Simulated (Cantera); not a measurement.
An isothermal, constant-pressure homogeneous reactor starts with CO : O2 : H2O : N2 = 0.023 : 0.033 : 0.045 : 1 (molar parts), at 950 K and 0.133 bar. Integrator tolerance rtol = 1e-08.

Computed with Cantera and GRI-Mech 3.0 (53 species, 325 reactions).

What does this change do: pressure from 0.133 bar to 4.60 bar?


```csv
quantity,before,after
x(CO) at 6.00 s,1.84e-6 (gas-phase equilibrium 4.21e-12),0.00464 (gas-phase equilibrium <1e-12)
x(O2) at 6.00 s,0.0197 (gas-phase equilibrium 0.0197),0.0220 (gas-phase equilibrium 0.0197)
x(H2O) at 6.00 s,0.0413 (gas-phase equilibrium 0.0413),0.0412 (gas-phase equilibrium 0.0413)
x(N2O) at 6.00 s,3.83e-8 (gas-phase equilibrium 1.99e-10),1.25e-7 (gas-phase equilibrium 1.17e-9)
x(NO) at 6.00 s,3.88e-8 (gas-phase equilibrium 5.84e-6),2.93e-12 (gas-phase equilibrium 5.84e-6)
x(OH) at 6.00 s,1.11e-6 (gas-phase equilibrium 2.43e-8),1.25e-8 (gas-phase equilibrium 1.00e-8)
```
